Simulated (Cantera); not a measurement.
Input (Python, Cantera) and output of one run.

```python
import numpy as np
import cantera as ct

gas_names = """
    C CN CO CO2 C2 CCN CNC C2N2 C2O C3 C3O2 C4 C4N2 C5 Fe FeC5O5 FeO N NCO NO NO2 NO3 N2 N2O O O2 O3
""".split()
cond_names = """
    C(gr) Fe(a) Fe(c) Fe(d) Fe(L) FeC5O5(L) FeO(s) FeO(L) Fe2O3(s) Fe3O4(s)
""".split()


def load(file, names, dense=False):
    # The tables refer to 1 bar. Condensed volumes are neglected.
    table = {s.name: s for s in ct.Species.list_from_file(file)}
    out = []
    for n in names:
        d = dict(table[n].input_data)
        d["thermo"] = dict(d["thermo"], **{"reference-pressure": 1e5})
        if dense:
            d["equation-of-state"] = {"model": "constant-volume", "density": "1e6 g/cm^3"}
        out.append(ct.Species.from_dict(d))
    return out


gas = ct.Solution(thermo="ideal-gas", species=load("nasa_gas.yaml", gas_names))
cond = {s.name: ct.Solution(thermo="fixed-stoichiometry", species=[s], name=s.name)
        for s in load("nasa_condensed.yaml", cond_names, dense=True)}
atoms = {
    'Fe(CO)5': {'Fe': 1, 'C': 5, 'O': 5},
    'O2': {'O': 2},
    'N2': {'N': 2},
}
top_T = {'C(gr)': 4500, 'Fe2O3(s)': 1830, 'Fe3O4(s)': 1870}  # K; cautious upper limits of use, not melting points


def equilibrate(T, P, feed):
    n = {}
    for name, mol in feed.items():
        for a, k in atoms[name].items():
            n[a] = n.get(a, 0.0) + k * mol
    gas.TPX = T, P, n
    mass = sum(n.values()) * gas.mean_molecular_weight
    gas.equilibrate("TP")
    valid = [c for c in cond.values() if c.min_temp <= T <= top_T.get(c.name, c.max_temp)]
    mix = ct.Mixture([(gas, mass / gas.mean_molecular_weight)] + [(c, 0.0) for c in valid])
    mix.T, mix.P = T, P
    mix.equilibrate("TP", solver="vcs", rtol=1e-11, max_steps=5000)
    return mix


results = []
feed = {'Fe(CO)5': 1, 'O2': 0.088, 'N2': 0.49}  # mol
T = 1300  # K
P = 13332.2  # Pa
mix = equilibrate(T, P, feed)
results.append((T, P, feed, dict(zip(mix.species_names, mix.species_moles))))
print(gas.report(threshold=0.001))
for i in range(1, mix.n_phases):
    print(f"{mix.phase(i).name:16s} {mix.phase_moles(i):12.5e} mol")
```

Result:

```
       temperature   1300 K
          pressure   13332 Pa
           density   0.035182 kg/m^3
  mean mol. weight   28.523 kg/kmol
   phase of matter   gas

                          1 kg             1 kmol
                     ---------------   ---------------
          enthalpy       -2.7115e+06        -7.734e+07  J
   internal energy       -3.0904e+06       -8.8149e+07  J
           entropy            9274.6        2.6454e+05  J/K
    Gibbs function       -1.4769e+07       -4.2125e+08  J
 heat capacity c_p            1232.1             35143  J/K
 heat capacity c_v            940.58             26828  J/K

                      mass frac. Y      mole frac. X     chem. pot. / RT
                     ---------------   ---------------   ---------------
                CO           0.86288           0.87869             -38.7
               CO2          0.049463          0.032058           -71.369
                N2           0.08766          0.089253           -30.015
     [  +24 minor]        1.6039e-08        8.1936e-09

C(gr)             0.00000e+00 mol
Fe(c)             1.00000e+00 mol
FeC5O5(L)         0.00000e+00 mol
FeO(s)            0.00000e+00 mol
Fe2O3(s)          0.00000e+00 mol
Fe3O4(s)          0.00000e+00 mol
```

Cantera equilibrium calculation (NASA polynomials, part measured and part estimated; ideal gas, pure solids and liquids).
